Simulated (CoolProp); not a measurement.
Vapour pressure (MPa) of hexamethyldisiloxane (MM): the reference equation beside estimates from Tc = 245.6 °C, pc = 1.931 MPa, ω = 0.418. Clausius-Clapeyron is anchored at 116.35 °C with a constant enthalpy of vaporisation of 29.89 kJ/mol.

Values from CoolProp's reference Helmholtz-energy equation of state, Thol 2016.

| T (°C) | reference | Lee-Kesler | Clausius-Clapeyron | van der Waals | Redlich-Kwong | Peng-Robinson |
|---|---|---|---|---|---|---|
| 103.95 | 0.1118 | 0.1123 | 0.1159 | 0.4683 | 0.2306 | 0.1119 |
| 106.45 | 0.1200 | 0.1205 | 0.1234 | 0.4838 | 0.2431 | 0.1201 |
| 108.95 | 0.1286 | 0.1293 | 0.1312 | 0.4997 | 0.2561 | 0.1287 |
| 111.45 | 0.1377 | 0.1385 | 0.1395 | 0.5159 | 0.2695 | 0.1378 |
| 113.85 | 0.1469 | 0.1478 | 0.1479 | 0.5318 | 0.2829 | 0.1470 |
| 116.35 | 0.1569 | 0.1580 | 0.1569 | 0.5487 | 0.2973 | 0.1570 |
| 118.85 | 0.1675 | 0.1687 | 0.1665 | 0.5659 | 0.3123 | 0.1677 |
| 121.35 | 0.1786 | 0.1799 | 0.1764 | 0.5835 | 0.3277 | 0.1788 |
| 123.85 | 0.1903 | 0.1918 | 0.1868 | 0.6014 | 0.3437 | 0.1905 |
| 126.35 | 0.2025 | 0.2042 | 0.1977 | 0.6196 | 0.3602 | 0.2029 |
| 128.85 | 0.2154 | 0.2172 | 0.2091 | 0.6382 | 0.3773 | 0.2158 |
| 131.25 | 0.2283 | 0.2303 | 0.2205 | 0.6564 | 0.3942 | 0.2288 |

Absolute difference from the reference over all 12 rows, mean and median: Lee-Kesler 0.7 and 0.7 %, Clausius-Clapeyron 1.9 and 1.9 %, van der Waals 247.3 and 243.8 %, Redlich-Kwong 88.5 and 88.0 %, Peng-Robinson 0.1 and 0.1 %.
